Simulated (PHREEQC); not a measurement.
Na3PO4 is added in steps, without added water, to 1 kg of water holding 9.5e-05 mol/kgw Ag2SO4 and 0.074 mol/kgw HF, at 25 °C. Oxygen alone is held at its pressure in air (log pO2 = -0.68). The system is closed to CO2. The run lets Ag2O, Ag3PO4, Ag2SO4, Mirabilite precipitate or redissolve, and no other solid.

Base run: PHREEQC, ion-association model, wateq4f.dat. Each further column changes one thing. The table gives HF (mol/kgw).

```csv
Na3PO4 added (mol),base,diluted 5-fold with water,Ag2SO4 from 9.5e-05 to 0.00095 mol/kgw,no solid may form
0,0.0518,0.0111,0.0516,0.0518
0.01031,0.0389,1.49e-6,0.0389,0.0389
0.02063,0.0242,1.03e-10,0.0242,0.0242
0.03094,0.00901,4.42e-11,0.00901,0.00901
0.04125,4.40e-5,3.04e-11,4.52e-5,4.40e-5
0.05156,9.23e-6,2.39e-11,9.66e-6,9.23e-6
0.05844,4.44e-6,2.12e-11,4.67e-6,4.44e-6
0.06875,1.04e-6,1.82e-11,1.16e-6,1.04e-6
0.07906,2.35e-9,1.61e-11,2.65e-9,2.33e-9
0.08937,8.01e-10,1.45e-11,8.31e-10,7.99e-10
0.09969,4.93e-10,1.32e-11,5.03e-10,4.92e-10
0.11,3.61e-10,1.21e-11,3.86e-10,3.59e-10
```

wateq4f.dat counts part of the HF as a dimer, H2F2, which phreeqc.dat doesn't know; its constant is uncertain. H3PO4, which wateq4f.dat lacks, is added to it with the constant of phreeqc.dat. The database has no phosphate complexes of Ag. In at least one series the solution becomes supersaturated in solids that the run did not let form, among them Ag2O, Ag3PO4.
